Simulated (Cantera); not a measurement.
Charge: 1 mol SiH2Cl2, 0.12 mol H2O, 5.7 mol N2, equilibrated at 100 Torr.

Method: chemical equilibrium by Gibbs-energy minimisation in Cantera with the NASA 1993 tables (ideal gas, pure condensed phases). Candidate condensed phases: H2O, NH4Cl, Si, SiO2, Si2N2O, Si3N4; 47 gas species. N2 is the only nitrogen source here; it is nearly inert below about 1500 K, so the nitride shown seldom forms there in practice. Mutual solubility and eutectic melting of coexisting phases are not modelled. Gases not in the tables: Si2H6 and higher silanes. Rates play no part.

Q: What share of the Si ends up in condensed phases as a function of T (K), at 750, 900, 1050, 1200, 1350, 1500, 1650, 1800, 1950, 2100?

A: 
```
T (K)  Si condensed (%)                    as
-----  ----------------  --------------------
750                74.6  Si2N2O(s) + Si3N4(s)
900                78.2  Si2N2O(s) + Si3N4(s)
1050               80.6  Si2N2O(s) + Si3N4(s)
1200               82.2  Si2N2O(s) + Si3N4(s)
1350               82.5  Si2N2O(s) + Si3N4(s)
1500               77.7  Si2N2O(s) + Si3N4(s)
1650               61.6  Si2N2O(s) + Si3N4(s)
1800               40.9  Si2N2O(s) + Si3N4(s)
1950               14.3              Si3N4(s)
2100               13.8                 Si(l)
```
